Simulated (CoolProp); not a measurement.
Benzene along the isotherm 142.35 °C: fugacity coefficient from the reference equation and from simpler models built on Tc = 288.9 °C, pc = 4906 kPa, ω = 0.211; each cubic takes its own stable root.

The numbers come from the reference Helmholtz-energy equation of state, Thol 2012 in CoolProp.

```tsv
p (kPa)	phase	reference	van der Waals	Redlich-Kwong	Soave-Redlich-Kwong
23.3	gas	0.9956	0.9971	0.9962	0.9960
44.1	gas	0.9917	0.9946	0.9929	0.9924
83.6	gas	0.9843	0.9897	0.9865	0.9855
159	gas	0.9701	0.9805	0.9744	0.9725
301	gas	0.9433	0.9631	0.9516	0.9480
570	liquid	0.7917	0.9300	___	0.8010
1080	liquid	0.4244	___	0.5611	___
2050	liquid	0.2303	0.5502	0.3057	0.2340
3880	liquid	___	0.3181	0.1720	0.1314
7360	liquid	___	0.1982	0.1020	___
```

Q: Complete the blanks.

A: 
- 570, Redlich-Kwong: 0.9085
- 1080, van der Waals: 0.8671
- 1080, Soave-Redlich-Kwong: 0.4300
- 3880, reference: 0.1286
- 7360, reference: 0.07531
- 7360, Soave-Redlich-Kwong: 0.07767

At some of these states van der Waals, Redlich-Kwong gives the other phase, because its saturation line lies elsewhere.
